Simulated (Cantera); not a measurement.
Cantera run:

```python
import numpy as np
import cantera as ct

gas_names = """
    H HO2 H2 H2O H2O2 H2S H2SO4 O OH O2 O3 S SH SO SO2 SO3 S2 S2O S8
""".split()
cond_names = """
    H2O(s) H2O(L) H2SO4(L) S(cr1) S(cr2) S(L)
""".split()


# ... load() reads the species with a 1 bar reference pressure and builds the phases ...
atoms = {
    'SO2': {'S': 1, 'O': 2},
    'H2O': {'H': 2, 'O': 1},
    'O2': {'O': 2},
}
top_T = {}  # K; cautious upper limits of use, not melting points


# ... equilibrate(T, P, feed) seeds the gas with the atoms and calls Mixture.equilibrate('TP', solver="vcs", rtol=1e-11, max_steps=5000) ...
results = []
feed = {'SO2': 1, 'H2O': 0.079, 'O2': 0.21}  # mol
T = 1725  # K
P = 4800  # Pa
mix = equilibrate(T, P, feed)
results.append((T, P, feed, dict(zip(mix.species_names, mix.species_moles))))
print(gas.report(threshold=0.001))
for i in range(1, mix.n_phases):
    print(f"{mix.phase(i).name:16s} {mix.phase_moles(i):12.5e} mol")
```

Output:

```
       temperature   1725 K
          pressure   4800 Pa
           density   0.01875 kg/m^3
  mean mol. weight   56.024 kg/kmol
   phase of matter   gas

                          1 kg             1 kmol
                     ---------------   ---------------
          enthalpy       -3.1255e+06        -1.751e+08  J
   internal energy       -3.3815e+06       -1.8945e+08  J
           entropy            6256.4        3.5051e+05  J/K
    Gibbs function       -1.3918e+07       -7.7974e+08  J
 heat capacity c_p            961.04             53842  J/K
 heat capacity c_v            812.63             45527  J/K

                      mass frac. Y      mole frac. X     chem. pot. / RT
                     ---------------   ---------------   ---------------
               H2O          0.019597          0.060944           -49.536
                O2          0.092698            0.1623           -33.104
               SO2           0.88606           0.77493           -59.198
     [  +16 minor]         0.0016493         0.0018189

S(L)              0.00000e+00 mol
```

These are equilibrium values from Cantera (NASA tables, ideal gas, pure condensed phases), not measurements of a reactor.
